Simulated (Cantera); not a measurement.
A freely propagating, adiabatic, planar premixed flame of CO : H2 : O2 : N2 = 1 : 0.043 : 0.372 : 1.4 (molar parts), unburnt at 448 K and 660000 Pa; mixture-averaged transport, grid criteria slope 0.08 and curve 0.16, no radiation.

Computed with Cantera and GRI-Mech 3.0 (53 species, 325 reactions). The hydrogen kinetics of GRI-Mech 3.0 are dated; newer H2 mechanisms differ, most at raised pressure. Burning velocities carry a grid error of a few per cent, more on coarse grids.

How do the results move with these cheaper or finer settings: unity-Lewis-number transport; multicomponent transport; multicomponent+Soret transport; grid criteria slope 0.5, curve 1; grid criteria slope 0.25, curve 0.5; grid criteria slope 0.03, curve 0.06?


```tsv
setting	laminar burning velocity	thermal thickness	peak x(O)	grid points	grid points
as above	67.1 cm/s	0.0930 mm	0.00936	113	113
unity-Lewis-number transport	56.0 cm/s	0.0901 mm	0.0100	113	113
multicomponent transport	66.8 cm/s	0.0932 mm	0.00931	113	113
multicomponent+Soret transport	64.1 cm/s	0.0952 mm	0.00926	113	113
grid criteria slope 0.5, curve 1	66.6 cm/s	0.110 mm	0.00981	33	33
grid criteria slope 0.25, curve 0.5	67.5 cm/s	0.0990 mm	0.00934	45	45
grid criteria slope 0.03, curve 0.06	67.0 cm/s	0.0911 mm	0.00928	247	247
```
The base run took about 7 core-seconds (a rough figure).
Unity Lewis numbers drop preferential diffusion, which matters most where H2 and H carry the flame; Soret adds thermal diffusion.
